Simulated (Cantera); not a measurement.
What does this Cantera script print?

```python
import numpy as np
import cantera as ct

gas = ct.Solution("gri30.yaml")


def delay(T, t_max=10):
    gas.TPX = T, 650000, {'H2': 1, 'O2': 1.25, 'N2': 7.5}
    reactor = ct.IdealGasReactor(gas, clone=False)
    net = ct.ReactorNet([reactor])
    net.rtol, net.atol = 1e-8, 1e-16
    while net.time < t_max:
        t_old, T_old = net.time, reactor.T
        net.step()
        if reactor.T > T + 400:  # ignition: a rise of 400 K
            return t_old + (T + 400 - T_old) / (reactor.T - T_old) * (net.time - t_old)
    return np.nan


taus = []
for T in [1075, 1125, 1175, 1225, 1275, 1325, 1375, 1425, 1475]:
    taus.append(delay(T))
    print(f"T0 = {T:6g} K   tau = {taus[-1]:.4e} s")
```

It prints:

```
T0 =   1075 K   tau = 2.6370e-03 s
T0 =   1125 K   tau = 5.4217e-04 s
T0 =   1175 K   tau = 4.9257e-05 s
T0 =   1225 K   tau = 1.7893e-05 s
T0 =   1275 K   tau = 1.0864e-05 s
T0 =   1325 K   tau = 7.7283e-06 s
T0 =   1375 K   tau = 5.9624e-06 s
T0 =   1425 K   tau = 4.8458e-06 s
T0 =   1475 K   tau = 4.0922e-06 s
```

Detailed kinetics in Cantera: GRI-Mech 3.0 (53 species, 325 reactions). The hydrogen kinetics of GRI-Mech 3.0 are dated; newer H2 mechanisms differ, most at raised pressure. Where the delays flatten at high temperature, the 400 K rule measures the pace of heat release, not the induction time.
